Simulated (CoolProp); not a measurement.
Properties of R152A along the isotherm 500 K (Tc = 386.4 K, pc = 4.517 MPa, ω = 0.275).

Values from CoolProp's reference Helmholtz-energy equation of state, Outcalt 1996. It is a modified Benedict-Webb-Rubin equation, recast in Helmholtz form.

```csv
p (MPa),phase,cv (kJ/(kg K)),expansivity (1/kK)
0.188,gas,1.338,2.048
0.376,gas,1.340,2.098
0.565,gas,1.342,2.149
0.753,gas,___,2.200
0.941,gas,1.345,2.253
1.13,gas,___,___
1.32,gas,1.349,2.363
1.51,gas,___,2.420
1.69,gas,1.352,___
1.88,gas,1.354,2.535
2.07,gas,1.356,___
2.26,gas,1.357,2.659
```

Question: Complete the blanks.

Answer: 
- 0.753, cv (kJ/(kg K)): 1.344
- 1.13, cv (kJ/(kg K)): 1.347
- 1.13, expansivity (1/kK): 2.308
- 1.51, cv (kJ/(kg K)): 1.351
- 1.69, expansivity (1/kK): 2.476
- 2.07, expansivity (1/kK): 2.596
